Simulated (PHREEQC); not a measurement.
Consider water at 35 °C with 120 mmol/kgw CuSO4, 51 mmol/kgw HNO3 and 28 mmol/kgw NaCl. Closed to the air; pH follows from the charge balance.

Equilibrium calculation in PHREEQC: ion-association model, phreeqc.dat.

Precipitation was switched off in this run.

What pH does the model give?

pH 1.78.

In which forms is Cu present?

Cu+2 61 %, CuSO4 37 %, CuCl+ 1.9 % of the Cu.

Complexes and solids missing from the database can't appear.
